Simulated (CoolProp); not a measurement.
R13 along the isobar 1530 kPa: density (kg/m³) from the reference equation and from simpler models built on Tc = 303.0 K, pc = 3973 kPa, ω = 0.175; each cubic takes its own stable root.

The numbers come from the reference Helmholtz-energy equation of state, Platzer 1990 in CoolProp. This equation is an older, rougher fit.

```csv
T (K),phase,reference
278.5,gas,87.10
295.7,gas,77.51
312.8,gas,70.56
330,gas,65.08
347.1,gas,60.63
364.3,gas,56.86
381.4,gas,53.64
398.6,gas,50.81
415.7,gas,48.32
432.9,gas,46.08
450,gas,44.08
```

Task: How far does each simpler model (Redlich-Kwong, Soave-Redlich-Kwong, Peng-Robinson) lie from the reference over these 11 states: mean and median of the absolute difference, and the worst?

Result: 
- Redlich-Kwong: mean 0.7 %, median 0.7 %, worst -1.7 % at 278.5 K and 1530 kPa
- Soave-Redlich-Kwong: mean 0.2 %, median 0.1 %, worst -0.9 % at 278.5 K and 1530 kPa
- Peng-Robinson: mean 1.1 %, median 1.1 %, worst +1.5 % at 312.8 K and 1530 kPa
